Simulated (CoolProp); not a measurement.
Properties of cyclopentane along the isobar 187 bar.

Values from CoolProp's reference Helmholtz-energy equation of state, Gedanitz 2015.

```json
[
 {"T (°C)": "-68.35", "phase": "liquid", "Joule-Thomson coefficient (K/MPa)": "-0.6528", "Prandtl number": "8.15"},
 {"T (°C)": "-63.75", "phase": "liquid", "Joule-Thomson coefficient (K/MPa)": "-0.6470", "Prandtl number": "7.82"},
 {"T (°C)": "-59.15", "phase": "liquid", "Joule-Thomson coefficient (K/MPa)": "-0.6409", "Prandtl number": "7.52"},
 {"T (°C)": "-54.65", "phase": "liquid", "Joule-Thomson coefficient (K/MPa)": "-0.6345", "Prandtl number": "7.25"},
 {"T (°C)": "-50.05", "phase": "liquid", "Joule-Thomson coefficient (K/MPa)": "-0.6277", "Prandtl number": "6.99"},
 {"T (°C)": "-45.55", "phase": "liquid", "Joule-Thomson coefficient (K/MPa)": "-0.6207", "Prandtl number": "6.76"},
 {"T (°C)": "-40.95", "phase": "liquid", "Joule-Thomson coefficient (K/MPa)": "-0.6133", "Prandtl number": "6.55"},
 {"T (°C)": "-36.35", "phase": "liquid", "Joule-Thomson coefficient (K/MPa)": "-0.6056", "Prandtl number": "6.35"},
 {"T (°C)": "-31.85", "phase": "liquid", "Joule-Thomson coefficient (K/MPa)": "-0.5979", "Prandtl number": "6.17"},
 {"T (°C)": "-27.25", "phase": "liquid", "Joule-Thomson coefficient (K/MPa)": "-0.5898", "Prandtl number": "6.00"},
 {"T (°C)": "-22.75", "phase": "liquid", "Joule-Thomson coefficient (K/MPa)": "-0.5818", "Prandtl number": "5.84"},
 {"T (°C)": "-18.15", "phase": "liquid", "Joule-Thomson coefficient (K/MPa)": "-0.5733", "Prandtl number": "5.70"}
]
```

Viscosity comes from a separate model (Chung 1988), a generic estimate that can be far off for the liquid and wasn't checked against measurements. Thermal conductivity comes from a separate model (Vassiliou 2015).
